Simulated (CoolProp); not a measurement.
Model: reference Helmholtz-energy equation of state, Lemmon 2006, in CoolProp. It is a short technical equation, of lower accuracy than the large ones.

Q: For C3F8 (R218), give the phase and the density (kg/m³), viscosity (µPa s), Prandtl number at 314 K and 1.91 MPa; 333.2 K and 1.91 MPa; 371.5 K and 1.91 MPa.

A: 
- 314 K and 1.91 MPa: liquid; density 1240, viscosity 134, Prandtl number 4.00
- 333.2 K and 1.91 MPa: gas; density 219, viscosity 17.3, Prandtl number 1.14
- 371.5 K and 1.91 MPa: gas; density 148, viscosity 17.1, Prandtl number 0.841

Viscosity comes from a separate model (Huber 2003), an estimate that may be off by 10 % or more. Thermal conductivity comes from a separate model (Huber 2003), an estimate that may be off by 10 % or more.
